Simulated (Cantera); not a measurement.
Mixture: CH3OH : O2 : N2 : H2O = 1 : 3 : 11.3 : 2.6 (molar parts), at 2.07 atm, adiabatic and at constant volume. Ignition delay is the time to a rise of 400 K.

Detailed kinetics in Cantera: GRI-Mech 3.0 (53 species, 325 reactions). GRI-Mech 3.0 was tuned for natural gas; its chemistry of methanol as a main component is partial and can be far from experiment.

Question: What does this change do: H2O 2.6 to 6.8 parts?

Answer: 
```json
[
 {"quantity": "delay at 1050 K", "before": "79.3 ms", "after": "71.1 ms"},
 {"quantity": "delay at 1150 K", "before": "10.4 ms", "after": "9.19 ms"},
 {"quantity": "delay at 1250 K", "before": "1.93 ms", "after": "1.66 ms"},
 {"quantity": "delay at 1350 K", "before": "0.475 ms", "after": "0.404 ms"},
 {"quantity": "apparent activation energy between 1300 and 1400 K", "before": "190 kJ/mol", "after": "190 kJ/mol"}
]
```
